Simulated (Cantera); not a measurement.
A perfectly stirred reactor is fed with 1.42 % CH4, 83.5 % H2, 15.0 % H, at 31.5 Torr; it is held at 1923 K, and followed from long to short residence time.

Cantera simulation using GRI-Mech 3.0 (53 species, 325 reactions); the numbers are that mechanism's predictions, not measurements. GRI-Mech 3.0 stops at C3 and has no aromatics, soot or wall deposition, so with more carbon than oxygen in the feed, carbon stays in small species such as C2H2 where larger ones or solid carbon would form. Radical loss at walls, strong at low pressure, is not modelled.

x: mole fraction; the columns are a selection and need not sum to one.

```tsv
τ (s)	x CH4	x H2	x H	x C2H4	x C2H2	x C2H
1.0	0.000814	0.982	0.0102	2.93e-6	0.00704	1.03e-6
0.60	0.000786	0.979	0.0126	2.88e-6	0.00702	1.28e-6
0.35	0.000703	0.976	0.0163	2.78e-6	0.00703	1.67e-6
0.21	0.000585	0.970	0.0216	2.61e-6	0.00706	2.23e-6
0.12	0.000439	0.962	0.0300	2.31e-6	0.00709	3.15e-6
0.072	0.000320	0.952	0.0406	1.96e-6	0.00710	4.31e-6
0.042	0.000231	0.938	0.0541	1.63e-6	0.00708	5.81e-6
0.025	0.000182	0.925	0.0678	1.40e-6	0.00704	7.34e-6
0.015	0.000161	0.912	?	1.28e-6	0.00697	?
0.0085	0.000161	0.900	?	1.28e-6	0.00688	?
```

**Question.** Complete the blanks.

**Answer.** 
- 0.015, x H: 0.0804
- 0.015, x C2H: 8.74e-6
- 0.0085, x H: 0.0921
- 0.0085, x C2H: 1.00e-5
